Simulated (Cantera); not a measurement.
**Cu + F₂ + N₂ (aluminium and copper etching)**

A closed system holds: 1 mol Cu, 3.7 mol F₂, 1.7 mol N₂, equilibrated at 1.30 mbar.

Method: chemical equilibrium by Gibbs-energy minimisation in Cantera with the NASA 1993 tables (ideal gas, pure condensed phases). Candidate condensed phases: Cu, CuF₂; 11 gas species. Equilibrium is a limit: real reactors are often held back by kinetics, nucleation or transport.

```json
[
 {"T (K)": "498", "log p NF₃": "-3.05", "log p F": "-7.92", "log p F₂": "-5.25", "log p N₂": "-3.40", "log p CuF₂": "<-14", "n CuF₂(s)": "1.00"},
 {"T (K)": "598", "log p NF₃": "-3.15", "log p F": "-5.76", "log p F₂": "-3.78", "log p N₂": "-3.38", "log p CuF₂": "-14.06", "n CuF₂(s)": "1.00"},
 {"T (K)": "698", "log p NF₃": "-3.88", "log p F": "-4.45", "log p F₂": "-3.19", "log p N₂": "-3.32", "log p CuF₂": "-10.76", "n CuF₂(s)": "1.00"},
 {"T (K)": "798", "log p NF₃": "-5.14", "log p F": "-3.69", "log p F₂": "-3.20", "log p N₂": "-3.33", "log p CuF₂": "-8.31", "n CuF₂(s)": "1.000"},
 {"T (K)": "898", "log p NF₃": "-6.55", "log p F": "-3.24", "log p F₂": "-3.48", "log p N₂": "-3.41", "log p CuF₂": "-6.43", "n CuF₂(s)": "0.998"},
 {"T (K)": "998", "log p NF₃": "-8.24", "log p F": "-3.06", "log p F₂": "-4.08", "log p N₂": "-3.48", "log p CuF₂": "-4.95", "n CuF₂(s)": "0.942"},
 {"T (K)": "1098", "log p NF₃": "-10.11", "log p F": "-3.07", "log p F₂": "-4.89", "log p N₂": "-3.56", "log p CuF₂": "-3.79", "n CuF₂(s)": "0"},
 {"T (K)": "1198", "log p NF₃": "-11.59", "log p F": "-3.06", "log p F₂": "-5.54", "log p N₂": "-3.56", "log p CuF₂": "-3.79", "n CuF₂(s)": "0"}
]
```
log p: log10 of the partial pressure in bar; n: condensed amount in mol.

From 498 K to 998 K the condensed part is CuF₂(s). From 1098 K to 1198 K nothing is condensed.
